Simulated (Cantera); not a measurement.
Feed: 1 mol borazine, 0.16 mol O₂, 0.38 mol H₂, held at 1850 °C and 34.5 Torr.

Equilibrium computed with Cantera from the NASA thermochemical tables; the gas is ideal and each condensed phase is pure. Candidate condensed phases: B, BN, B₂O₃, B₃O₃H₃, H₂O; 39 gas species. The feed counts by its element totals alone. The tables' values for BH₂ are old estimates; treat these amounts as uncertain. The numbers say what is thermodynamically allowed, not how fast it happens.

Base state: H₂ 0.865, HBO 0.0551, N₂ 0.0427, H 0.0156, BO 0.0129, B₂O₂ 0.00805, BH₂ 0.000457, HBO₂ 0.000201 (mole fractions); condensed: BN(s).

Task: What changes in the equilibrium state with this change: temperature from 1850 °C to 1225 °C?

Result: 
```
species         before    after
------------  --------  -------
H₂               0.865    0.963
N₂              0.0427   0.0300
HBO₂          0.000201  0.00322
HBO             0.0551  0.00200
H               0.0156  7.88e-5
BO              0.0129  4.28e-6
B₂O           0.000147    <1e-9
BH₂           0.000457  1.81e-8
B              1.16e-5    <1e-9
B₂O₂           0.00805  3.11e-5
BN(s), mol        2.68     2.79
B₂O₃(l), mol         0   0.0942
```
Mutual solubility and eutectic melting of coexisting phases are not modelled.

Task: What changes in the equilibrium state with this change: temperature from 1850 °C to 827 °C?

Result: 
```csv
species,before,after
H₂,0.865,0.969
N₂,0.0427,0.0303
H₂O,2.62e-5,0.00101
HBO,0.0551,4.52e-7
H,0.0156,1.19e-7
BO,0.0129,<1e-9
HBO₂,0.000201,2.58e-5
B₂O₂,0.00805,<1e-9
BH₂,0.000457,<1e-9
B₂O,0.000147,<1e-9
"BN(s), mol",2.68,2.79
"B₂O₃(l), mol",0,0.105
```
Mutual solubility and eutectic melting of coexisting phases are not modelled.
